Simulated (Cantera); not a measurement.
**Thermodynamics of sublimation and decomposition of ceramics, feed SiC + Si + H2**

Input: 1 mol SiC, 0.11 mol Si, 2.5 mol H2, at 29.0 Pa.

Equilibrium computed with Cantera from the NASA thermochemical tables; the gas is ideal and each condensed phase is pure. Candidate condensed phases: C, C6H6, C7H8, C8H18, Si, SiC; 87 gas species. Mutual solubility and eutectic melting of coexisting phases are not modelled. Gases not in the tables: Si2H6 and higher silanes. Equilibrium is a limit: real reactors are often held back by kinetics, nucleation or transport.

```
T (K)    x H2     x H    x Si    x SiC2      x C3       x C  n Si(l)  n SiC(s)  n C(graphite)
-----  ------  ------  ------  --------  --------  --------  -------  --------  -------------
1875    0.930  0.0371  0.0312   7.76e-7    <1e-12  1.98e-10   0.0234     0.999              0
1975    0.884  0.0755  0.0389   2.93e-5  1.50e-10   8.71e-9        0     0.997              0
2075    0.816   0.141  0.0389  0.000942   1.53e-7   3.22e-7        0     0.988              0
2175    0.653   0.232  0.0988   0.00863   4.99e-6   3.36e-6        0     0.724          0.193
2275    0.423   0.324   0.213    0.0269   3.61e-5   1.91e-5        0         0          0.714
2375    0.305   0.458   0.195    0.0346  0.000220   9.40e-5        0         0          0.637
2475    0.196   0.584   0.173    0.0417   0.00116  0.000406        0         0          0.523
2575    0.111   0.678   0.151    0.0484   0.00532   0.00156        0         0          0.332
2675   0.0575   0.727   0.137    0.0502    0.0181   0.00510        0         0              0
2775   0.0291   0.750   0.145    0.0341    0.0238    0.0115        0         0              0
```
x: gas mole fraction; n: condensed amount in mol.

At 1875 K the condensed part is Si(l) + SiC(s). From 1975 K to 2075 K the condensed part is SiC(s). At 2175 K the condensed part is C(graphite) + SiC(s). From 2275 K to 2575 K the condensed part is C(graphite). From 2675 K to 2775 K nothing is condensed. The main Si-bearing gas is Si throughout.
